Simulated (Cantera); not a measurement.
Charge: 1 mol Si, 1.8 mol H2, at 11.0 bar.

These are equilibrium values from Cantera (NASA tables, ideal gas, pure condensed phases), not measurements of a reactor. Candidate condensed phases: Si; 9 gas species. Gases not in the tables: Si2H6 and higher silanes. Rates play no part.

**Question.** Which condensed phases are stable at each of these points (T (K)): 523, 623, 723, 823, 923, 1023, 1123, 1223, 1323, 1423, 1523, 1623, 1723?

**Answer.** 
```tsv
T (K)	condensed phases	Si condensed (%)
523	Si(s)	100.0
623	Si(s)	100.0
723	Si(s)	100.0
823	Si(s)	100.0
923	Si(s)	100.0
1023	Si(s)	100.0
1123	Si(s)	100.0
1223	Si(s)	100.0
1323	Si(s)	100.0
1423	Si(s)	100.0
1523	Si(s)	100.0
1623	Si(s)	100.0
1723	Si(l)	100.0
```

From 523 K to 1623 K the condensed part is Si(s). At 1723 K the condensed part is Si(l).
